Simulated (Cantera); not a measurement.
# Dilute partial oxidation

An isothermal, constant-pressure homogeneous reactor starts with C₂H₄ : O₂ : N₂ : H₂O = 0.0048 : 0.0022 : 1 : 0.0066 (molar parts), equivalence ratio 6.5, at 1000 K and 6.50 bar.

Detailed kinetics in Cantera: GRI-Mech 3.0 (53 species, 325 reactions). GRI-Mech 3.0 was tuned for natural gas; its chemistry of ethylene as a main component is partial and can be far from experiment.

```json
[
 {"t (s)": "1.00e-6", "x C₂H₄": "0.00474", "x O₂": "0.00217", "x H₂": "<1e-12", "x H₂O₂": "<1e-12", "x NO": "<1e-12"},
 {"t (s)": "8.92e-6", "x C₂H₄": "0.00474", "x O₂": "0.00217", "x H₂": "<1e-12", "x H₂O₂": "<1e-12", "x NO": "<1e-12"},
 {"t (s)": "7.95e-5", "x C₂H₄": "0.00474", "x O₂": "0.00217", "x H₂": "5.63e-12", "x H₂O₂": "<1e-12", "x NO": "<1e-12"},
 {"t (s)": "0.000709", "x C₂H₄": "0.00474", "x O₂": "0.00217", "x H₂": "5.02e-11", "x H₂O₂": "<1e-12", "x NO": "<1e-12"},
 {"t (s)": "0.00632", "x C₂H₄": "0.00474", "x O₂": "0.00217", "x H₂": "4.48e-10", "x H₂O₂": "<1e-12", "x NO": "<1e-12"},
 {"t (s)": "0.0564", "x C₂H₄": "0.00474", "x O₂": "0.00217", "x H₂": "4.00e-9", "x H₂O₂": "<1e-12", "x NO": "<1e-12"},
 {"t (s)": "0.503", "x C₂H₄": "0.00291", "x O₂": "3.59e-5", "x H₂": "0.000904", "x H₂O₂": "1.37e-8", "x NO": "3.14e-12"},
 {"t (s)": "4.49", "x C₂H₄": "0.00282", "x O₂": "1.23e-7", "x H₂": "0.00100", "x H₂O₂": "1.43e-12", "x NO": "<1e-12"},
 {"t (s)": "40.0", "x C₂H₄": "0.00264", "x O₂": "<1e-12", "x H₂": "0.00117", "x H₂O₂": "<1e-12", "x NO": "<1e-12"}
]
```
x: mole fraction; the columns are a selection and need not sum to one.

Equilibrium at this temperature and pressure: C₂H₄ 1.49e-10, O₂ <1e-12, H₂ 0.0149, H₂O₂ <1e-12, NO <1e-12 (gas phase only).
